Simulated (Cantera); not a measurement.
A perfectly stirred reactor is fed with 75.8 % NO, 24.2 % N2, at 0.660 bar; it is held at 2000 K, and followed from long to short residence time.

Cantera simulation using GRI-Mech 3.0 (53 species, 325 reactions); the numbers are that mechanism's predictions, not measurements.

One state of this run: x NO = 0.642; x O = 0.000222; x O2 = 0.0571; x N2 = 0.300; x N2O = 0.000180. x: mole fraction; the columns are a selection and need not sum to one.

Question: Which value of τ (s) does it belong to?
(A) 0.13
(B) 0.45
(C) 0.00025
(D) 1.6

Answer: A, 0.13
